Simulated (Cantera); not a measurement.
Transport properties of process gases

Gas mixture: C2H6 : NH3 = 0.058 : 0.42 (molar parts), at 56000 Pa, frozen composition.

Cantera's kinetic-theory transport with the Lennard-Jones parameters of GRI-Mech 3.0, ideal gas; thermal conductivity in the multicomponent form. Polar gases are described roughly by these parameters. The composition is frozen, though it would react at the higher temperatures.

| T (K) | ρ (kg/m³) | cp (J/kg/K) | μ (µPa s) | λ (mW/m/K) | Pr | D (cm²/s) OH | D (cm²/s) NO | D (cm²/s) H2O |
|---|---|---|---|---|---|---|---|---|
| 400 | 0.313 | 2249 | 13.7 | 42.9 | 0.718 | 1.00 | 0.641 | 0.610 |
| 550 | 0.228 | 2608 | 18.7 | 67.5 | 0.724 | 1.78 | 1.15 | 1.17 |
| 700 | 0.179 | 2935 | 23.5 | 94.6 | 0.730 | 2.72 | 1.76 | 1.89 |
| 850 | 0.147 | 3210 | 28.0 | 122 | 0.735 | 3.80 | 2.47 | 2.76 |
| 1000 | 0.125 | 3468 | 32.3 | 152 | 0.738 | 5.01 | 3.27 | 3.76 |
| 1150 | 0.109 | 3684 | 36.3 | 180 | 0.741 | 6.35 | 4.15 | 4.90 |
| 1300 | 0.0964 | 3873 | 40.1 | 209 | 0.742 | 7.81 | 5.11 | 6.15 |
| 1450 | 0.0865 | 4037 | 43.7 | 237 | 0.743 | 9.39 | 6.14 | 7.51 |
| 1600 | 0.0784 | 4179 | 47.1 | 264 | 0.744 | 11.1 | 7.25 | 8.98 |
D: mixture-averaged diffusion coefficient of that species in the mixture.
